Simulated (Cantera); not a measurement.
Cantera run, input and output.

```python
import numpy as np
import cantera as ct

gas = ct.Solution("gri30.yaml")
gas.TPX = 1325, 870000, {'CO': 1, 'H2': 0.51, 'CH4': 0.21, 'O2': 2.1, 'N2': 7.89, 'H2O': 2.3}
reactor = ct.IdealGasReactor(gas, energy="on", clone=False)
net = ct.ReactorNet([reactor])
net.rtol, net.atol = 1e-08, 1e-16
show = ['CO', 'H2', 'CH4', 'CH2', 'H2O2', 'NO']
times = np.geomspace(6e-06, 0.2, 15)

steps = ct.SolutionArray(gas, extra=["t"])
rows = []
print(f"{'t/s':>10s}{'T/K':>9s}{'P/Pa':>11s}" + "".join(f"{s:>11s}" for s in show))
for t in times:
    while net.time < t:
        t_next = net.step()
        steps.append(gas.state, t=t_next)
    rows.append([np.interp(t, steps.t, y) for y in (steps.T, steps.P, *steps(*show).X.T)])
    print(f"{t:10.3e}{rows[-1][0]:9.1f}{rows[-1][1]:11.4g}" + "".join(f"{x:11.3e}" for x in rows[-1][2:]))
rate = np.gradient(steps.T, steps.t)
print("integrator steps:", len(steps.t))
if steps.T.max() > steps.T[0] + 200:
    print(f"time of steepest temperature rise: {steps.t[rate.argmax()]:.4e} s")
gas.TPX = 1325, 870000, {'CO': 1, 'H2': 0.51, 'CH4': 0.21, 'O2': 2.1, 'N2': 7.89, 'H2O': 2.3}
gas.equilibrate("UV")
print(f"equilibrium (UV): T = {gas.T:.1f} K  " + "  ".join(f"{s} {gas[s].X[0]:.3e}" for s in show))
```

Result:

```
       t/s      T/K       P/Pa         CO         H2        CH4        CH2       H2O2         NO
 6.000e-06   1325.0    8.7e+05  7.138e-02  3.640e-02  1.499e-02  1.530e-13  1.898e-08  4.509e-16
 1.262e-05   1325.1    8.7e+05  7.137e-02  3.640e-02  1.499e-02  1.921e-12  1.063e-07  2.935e-15
 2.656e-05   1325.9  8.705e+05  7.135e-02  3.632e-02  1.497e-02  1.887e-10  1.809e-06  1.686e-13
 5.589e-05   1477.9  9.665e+05  7.135e-02  2.885e-02  1.041e-02  2.928e-07  6.859e-05  1.530e-09
 1.176e-04   2518.3  1.573e+06  3.421e-03  1.482e-03  2.884e-17  2.593e-17  1.804e-06  1.898e-04
 2.474e-04   2517.4  1.572e+06  3.412e-03  1.479e-03  2.807e-17  2.445e-17  1.798e-06  6.370e-04
 5.206e-04   2515.6  1.571e+06  3.394e-03  1.472e-03  2.769e-17  2.387e-17  1.785e-06  1.535e-03
 1.095e-03   2512.3  1.569e+06  3.359e-03  1.459e-03  2.697e-17  2.280e-17  1.761e-06  3.229e-03
 2.305e-03   2506.9  1.565e+06  3.303e-03  1.438e-03  2.581e-17  2.112e-17  1.723e-06  5.954e-03
 4.850e-03   2500.8  1.561e+06  3.242e-03  1.415e-03  2.454e-17  1.933e-17  1.680e-06  9.010e-03
 1.020e-02   2497.4  1.559e+06  3.209e-03  1.403e-03  2.386e-17  1.839e-17  1.657e-06  1.067e-02
 2.147e-02   2497.0  1.559e+06  3.205e-03  1.401e-03  2.377e-17  1.826e-17  1.653e-06  1.091e-02
 4.518e-02   2497.0  1.559e+06  3.204e-03  1.401e-03  2.376e-17  1.826e-17  1.653e-06  1.092e-02
 9.505e-02   2497.0  1.559e+06  3.204e-03  1.401e-03  2.376e-17  1.826e-17  1.653e-06  1.092e-02
 2.000e-01   2497.0  1.559e+06  3.204e-03  1.401e-03  2.376e-17  1.826e-17  1.653e-06  1.092e-02
integrator steps: 1746
time of steepest temperature rise: 6.2493e-05 s
equilibrium (UV): T = 2497.0 K  CO 3.204e-03  H2 1.401e-03  CH4 3.288e-17  CH2 2.721e-17  H2O2 1.653e-06  NO 1.092e-02
```

Detailed kinetics in Cantera: GRI-Mech 3.0 (53 species, 325 reactions).
